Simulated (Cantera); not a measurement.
A freely propagating, adiabatic, planar premixed flame of CH4 : C2H6 : C3H8 : O2 : N2 : H2O = 1 : 0.26 : 0.091 : 3.37 : 10.8 : 0.57 (molar parts), equivalence ratio 1.00, unburnt at 525 K and 3.30 bar; mixture-averaged transport, grid criteria slope 0.08 and curve 0.16, no radiation.

Detailed kinetics in Cantera: GRI-Mech 3.0 (53 species, 325 reactions). Burning velocities carry a grid error of a few per cent, more on coarse grids.

Q: How do the results move with these cheaper or finer settings: unity-Lewis-number transport; multicomponent transport; multicomponent+Soret transport; grid criteria slope 0.5, curve 1; grid criteria slope 0.25, curve 0.5; grid criteria slope 0.03, curve 0.06?

A: 
```csv
setting,laminar burning velocity,thermal thickness,peak x(CH3),peak x(CH2),grid points
as above,87.7 cm/s,0.117 mm,0.00252,6.55e-5,146
unity-Lewis-number transport,69.3 cm/s,0.128 mm,0.00214,6.33e-5,146
multicomponent transport,88.3 cm/s,0.118 mm,0.00254,6.58e-5,146
multicomponent+Soret transport,87.1 cm/s,0.119 mm,0.00249,6.45e-5,148
"grid criteria slope 0.5, curve 1",100 cm/s,0.128 mm,0.00249,6.53e-5,36
"grid criteria slope 0.25, curve 0.5",90.9 cm/s,0.120 mm,0.00250,6.47e-5,61
"grid criteria slope 0.03, curve 0.06",86.5 cm/s,0.116 mm,0.00252,6.52e-5,373
```
The base run took about 13 core-seconds (a rough figure).
Unity Lewis numbers drop preferential diffusion, which matters most where H2 and H carry the flame; Soret adds thermal diffusion.
